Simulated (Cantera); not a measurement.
Input: 1 mol SiH4, 0.92 mol Cl2, 11 mol H2, 0.031 mol H2O, at 0.160 bar.

These are equilibrium values from Cantera (NASA tables, ideal gas, pure condensed phases), not measurements of a reactor. Candidate condensed phases: H2O, Si, SiO2; 30 gas species. Mutual solubility and eutectic melting of coexisting phases are not modelled. Equilibrium is a limit: real reactors are often held back by kinetics, nucleation or transport.

Q: What share of the Si ends up in condensed phases as a function of T (°C), at 527, 577, 627, 677, 727, 777, 827?

A: 
```tsv
T (°C)	Si condensed (%)	as
527	49.7	Si(s) + SiO2(α-quartz)
577	50.2	Si(s) + SiO2(β-quartz)
627	51.0	Si(s) + SiO2(β-quartz)
677	52.1	Si(s) + SiO2(β-quartz)
727	53.6	Si(s) + SiO2(β-quartz)
777	55.5	Si(s) + SiO2(β-quartz)
827	57.7	Si(s) + SiO2(β-quartz)
```
